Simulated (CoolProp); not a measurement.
The numbers come from the reference Helmholtz-energy equation of state, Lemmon 2006 in CoolProp. It is a short technical equation, of lower accuracy than the large ones.

Give the vapour pressure (MPa), liquid density (kg/m³), enthalpy of vaporisation (kJ/kg), liquid cp (kJ/(kg K)) of saturated CH3F (R41) at 251.4 K.


| T (K) | p (MPa) | liquid density (kg/m³) | enthalpy of vaporisation (kJ/kg) | liquid cp (kJ/(kg K)) |
|---|---|---|---|---|
| 251.4 | 1.08 | 746 | 389 | 2.33 |
